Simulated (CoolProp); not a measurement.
Aqueous sodium chloride as a coolant, at 31 °C, 1 atm.

Values from CoolProp's Melinder's fits for secondary coolants.

| mass % | freezing point (°C) | conductivity (W/(m K)) | Prandtl number | viscosity (mPa s) | density (kg/m³) |
|---|---|---|---|---|---|
| 2.3 | -1.4 | 0.614 | 5.35 | 0.810 | 1011 |
| 4.3 | -2.6 | 0.612 | 5.45 | 0.840 | 1025 |
| 6.3 | -3.9 | 0.610 | 5.56 | 0.874 | 1040 |
| 8.3 | -5.3 | 0.608 | 5.69 | 0.909 | 1054 |
| 10.3 | -6.8 | 0.606 | 5.83 | 0.948 | 1068 |
| 12.2 | -8.3 | 0.604 | 5.98 | 0.988 | 1083 |
| 14.2 | -10.1 | 0.602 | 6.18 | 1.04 | ___ |
| 16.2 | ___ | 0.600 | 6.40 | 1.09 | ___ |
| 18.2 | -14.3 | 0.597 | 6.68 | 1.15 | 1128 |
| 20.2 | -16.7 | 0.595 | 7.01 | 1.22 | 1144 |

**Question.** What belongs in the gaps?

**Answer.** 
- 14.2, density (kg/m³): 1098
- 16.2, freezing point (°C): -12.1
- 16.2, density (kg/m³): 1113
